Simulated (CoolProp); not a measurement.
Saturated liquid density (kg/m³) of C3F8 (R218): the reference equation beside estimates from Tc = 345.0 K, pc = 2.640 MPa, ω = 0.317. Rackett uses Z = 0.29056 − 0.08775 ω.

Values from CoolProp's reference Helmholtz-energy equation of state, Lemmon 2006. It is a short technical equation, of lower accuracy than the large ones.

```csv
T (K),reference,Rackett,van der Waals,Redlich-Kwong,Soave-Redlich-Kwong,Peng-Robinson
213.8,1697,1816,1052,1545,1610,1818
220.6,…,1788,1037,1519,1587,1792
227.4,1646,1760,1022,1492,1562,1765
234.2,1620,1731,1006,1464,1536,1737
240.9,1594,1702,989.3,1435,1508,1707
247.7,1566,1671,972.0,1404,1479,1676
254.5,1538,…,954.1,1372,1449,1642
261.3,1509,1607,935.4,1339,1416,1606
268.1,1478,1573,915.8,1303,1381,1567
274.8,1447,1538,895.6,1267,1345,1526
281.6,1413,1501,874.0,1228,1306,1482
288.4,1378,1462,851.2,1187,1263,1434
295.2,1341,1421,826.8,1143,1218,…
301.9,1301,1378,801.1,1097,1169,…
```

Problem. What belongs in the gaps?

Solution. 
- 220.6, reference: 1672
- 254.5, Rackett: 1640
- 295.2, Peng-Robinson: 1382
- 301.9, Peng-Robinson: 1326

Absolute difference from the reference over all 14 rows, mean and median: Rackett 6.5 and 6.6 %, van der Waals 38.1 and 38.0 %, Redlich-Kwong 11.5 and 11.0 %, Soave-Redlich-Kwong 6.6 and 6.0 %, Peng-Robinson 5.8 and 6.6 %.
